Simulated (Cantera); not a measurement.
Feed: 1 mol AlCl3, 2.5 mol N2, 5 mol H2, held at 75.0 Torr.

Method: chemical equilibrium by Gibbs-energy minimisation in Cantera with the NASA 1993 tables (ideal gas, pure condensed phases). Candidate condensed phases: Al, AlCl3, AlN, NH4Cl; 20 gas species. The tables' values for AlCl2 are old estimates; treat these amounts as uncertain. The numbers say what is thermodynamically allowed, not how fast it happens.

x: gas mole fraction; n: condensed amount in mol.

```
T (K)   x H2   x N2   x HCl  x AlCl3   x AlCl2  x AlCl  n AlN(s)
-----  -----  -----  ------  -------  --------  ------  --------
1073   0.533  0.276   0.111   0.0804   5.28e-6     ___     0.316
1123   0.534  0.276   0.109   0.0812   1.52e-5     ___     0.310
1173   0.535  0.276   0.107   0.0818   3.98e-5     ___     0.304
1223   0.535  0.277   0.106   0.0824   9.61e-5     ___     0.299
1273   0.536  0.277   0.104   0.0828  0.000216     ___     0.294
1323   0.537  0.277   0.102   0.0831  0.000457     ___     0.289
1373   0.537  0.277   0.101   0.0832  0.000912     ___     0.283
1423   0.538  0.278  0.0996   0.0830   0.00173     ___     0.276
1473   0.538  0.278  0.0981   0.0822   0.00311     ___     0.264
1523   0.537  0.278  0.0962   0.0806   0.00534     ___     0.244
1573   0.535  0.279  0.0938   0.0774   0.00874     ___     0.210
```

Task: Fill in the missing entries.

Result: 
- 1073, x AlCl: 2.63e-8
- 1123, x AlCl: 1.50e-7
- 1173, x AlCl: 7.36e-7
- 1223, x AlCl: 3.17e-6
- 1273, x AlCl: 1.21e-5
- 1323, x AlCl: 4.17e-5
- 1373, x AlCl: 0.000131
- 1423, x AlCl: 0.000379
- 1473, x AlCl: 0.00101
- 1523, x AlCl: 0.00253
- 1573, x AlCl: 0.00591
